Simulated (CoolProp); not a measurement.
R21 along the isotherm 199.85 °C: fugacity coefficient from the reference equation and from simpler models built on Tc = 179.6 °C, pc = 5289 kPa, ω = 0.206; each cubic takes its own stable root.

Model: reference Helmholtz-energy equation of state, Platzer 1990, in CoolProp. This equation is an older, rougher fit; its heat capacities, sound speeds and derivatives of the liquid may be far off and weren't checked against measurements.

```json
[
 {"p (kPa)": "41.8", "phase": "gas", "reference": "0.9977", "van der Waals": "0.9979", "Redlich-Kwong": "0.9976", "Soave-Redlich-Kwong": "0.9977", "Peng-Robinson": "0.9974"},
 {"p (kPa)": "67.5", "phase": "gas", "reference": "0.9963", "van der Waals": "0.9966", "Redlich-Kwong": "0.9962", "Soave-Redlich-Kwong": "0.9962", "Peng-Robinson": "0.9958"},
 {"p (kPa)": "109", "phase": "gas", "reference": "0.9941", "van der Waals": "0.9945", "Redlich-Kwong": "0.9938", "Soave-Redlich-Kwong": "0.9939", "Peng-Robinson": "0.9932"},
 {"p (kPa)": "176", "phase": "gas", "reference": "0.9905", "van der Waals": "0.9911", "Redlich-Kwong": "0.9900", "Soave-Redlich-Kwong": "0.9902", "Peng-Robinson": "0.9890"},
 {"p (kPa)": "285", "phase": "gas", "reference": "0.9845", "van der Waals": "0.9856", "Redlich-Kwong": "0.9839", "Soave-Redlich-Kwong": "0.9842", "Peng-Robinson": "0.9822"},
 {"p (kPa)": "460", "phase": "gas", "reference": "0.9751", "van der Waals": "0.9768", "Redlich-Kwong": "0.9740", "Soave-Redlich-Kwong": "0.9745", "Peng-Robinson": "0.9714"},
 {"p (kPa)": "743", "phase": "gas", "reference": "0.9598", "van der Waals": "0.9626", "Redlich-Kwong": "0.9582", "Soave-Redlich-Kwong": "0.9589", "Peng-Robinson": "0.9540"},
 {"p (kPa)": "1200", "phase": "gas", "reference": "0.9352", "van der Waals": "0.9398", "Redlich-Kwong": "0.9328", "Soave-Redlich-Kwong": "0.9340", "Peng-Robinson": "0.9263"},
 {"p (kPa)": "1940", "phase": "gas", "reference": "0.8955", "van der Waals": "0.9029", "Redlich-Kwong": "0.8923", "Soave-Redlich-Kwong": "0.8942", "Peng-Robinson": "0.8825"},
 {"p (kPa)": "3140", "phase": "gas", "reference": "0.8314", "van der Waals": "0.8430", "Redlich-Kwong": "0.8276", "Soave-Redlich-Kwong": "0.8307", "Peng-Robinson": "0.8135"},
 {"p (kPa)": "5070", "phase": "gas", "reference": "0.7276", "van der Waals": "0.7444", "Redlich-Kwong": "0.7246", "Soave-Redlich-Kwong": "0.7300", "Peng-Robinson": "0.7067"},
 {"p (kPa)": "8180", "phase": "supercritical", "reference": "0.5557", "van der Waals": "0.5723", "Redlich-Kwong": "0.5563", "Soave-Redlich-Kwong": "0.5674", "Peng-Robinson": "0.5420"},
 {"p (kPa)": "13200", "phase": "supercritical", "reference": "0.4041", "van der Waals": "0.4372", "Redlich-Kwong": "0.4127", "Soave-Redlich-Kwong": "0.4230", "Peng-Robinson": "0.3975"}
]
```
